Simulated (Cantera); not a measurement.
**Gas activation for diamond growth**

A perfectly stirred reactor is fed with 3.09 % CH4, 96.7 % H2, 0.242 % CO2, at 1330 Pa; it is held at 2525 K, and followed from long to short residence time.

Detailed kinetics in Cantera: GRI-Mech 3.0 (53 species, 325 reactions). GRI-Mech 3.0 stops at C3 and has no aromatics, soot or wall deposition, so with more carbon than oxygen in the feed, carbon stays in small species such as C2H2 where larger ones or solid carbon would form. Radical loss at walls, strong at low pressure, is not modelled.

```
τ (s)      x CH4   x H2     x CO2     x OH     x CH3
------  --------  -----  --------  -------  --------
0.77     1.99e-5  0.836   3.28e-7  3.23e-7   6.15e-5
0.29     9.07e-5  0.885   1.37e-6  1.25e-6  0.000175
0.11    0.000361  0.918   5.61e-6  4.10e-6  0.000443
0.041    0.00108  0.935   2.07e-5  9.04e-6  0.000940
0.016    0.00259  0.943   6.60e-5  1.23e-5   0.00174
0.0059   0.00584  0.948  0.000212  1.19e-5   0.00309
0.0022    0.0116  0.951  0.000600  8.92e-6   0.00475
```
x: mole fraction; the columns are a selection and need not sum to one.
